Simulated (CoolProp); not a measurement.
Saturation properties of fluorine.

Model: reference Helmholtz-energy equation of state, de Reuck 1990, in CoolProp.

```
T (K)  p (MPa)  liquid density (kg/m³)  liquid cp (kJ/(kg K))
-----  -------  ----------------------  ---------------------
100.6   0.4486                    1385                  1.590
105     0.6278                    1349                  1.626
109.4   0.8542                    1311                  1.672
113.7    1.128                    1271                  1.730
118.1    1.467                    1227                  1.812
122.5    1.874                    1180                  1.929
126.8    2.345                    1128                  2.104
131.2    2.910                    1067                  2.406
```

It boils at 85.0 K under 1 atm.
